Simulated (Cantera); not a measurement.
An isothermal, constant-pressure homogeneous reactor starts with 44.9 % NH3, 53.9 % H2, 1.21 % N2, at 1775 K and 128 Torr.

Detailed kinetics in Cantera: the gas-phase N/H chemistry of the illustrative SiF4/NH3 mechanism in the Surface Chemkin manual (1991). Walls and surfaces, which speed up NH3 decomposition in real reactors, are not modelled.

x: mole fraction; the columns are a selection and need not sum to one.

```tsv
t (s)	x NH3	x H2	x N	x N2H2	x N2	x N2H4	x NH
0.000400	0.449	0.539	1.71e-10	?	0.0121	4.81e-10	3.25e-8
0.000972	0.449	0.539	2.39e-9	?	0.0121	2.81e-9	1.88e-7
0.00236	0.449	0.539	2.56e-8	?	0.0121	1.39e-8	9.21e-7
0.00574	0.448	0.539	8.26e-8	8.14e-7	0.0123	3.10e-8	2.03e-6
0.0140	0.447	0.540	8.98e-8	8.67e-7	0.0128	3.27e-8	2.14e-6
0.0339	0.443	0.542	9.00e-8	8.58e-7	0.0140	3.23e-8	2.14e-6
0.0825	0.435	0.548	9.03e-8	8.35e-7	0.0168	3.15e-8	2.13e-6
0.201	0.415	0.561	9.10e-8	7.82e-7	0.0234	2.97e-8	2.10e-6
0.487	0.372	0.589	9.24e-8	?	0.0379	2.58e-8	2.04e-6
1.18	0.291	0.644	9.48e-8	?	0.0654	1.86e-8	1.90e-6
2.88	0.171	0.723	9.66e-8	?	0.106	9.15e-9	1.60e-6
7.00	0.0615	0.796	9.16e-8	?	0.143	2.21e-9	1.09e-6
```

Q: What belongs in the gaps?

A: 
- 0.000400, x N2H2: 7.66e-9
- 0.000972, x N2H2: 5.21e-8
- 0.00236, x N2H2: 3.18e-7
- 0.487, x N2H2: 6.73e-7
- 1.18, x N2H2: 4.81e-7
- 2.88, x N2H2: 2.41e-7
- 7.00, x N2H2: 6.43e-8
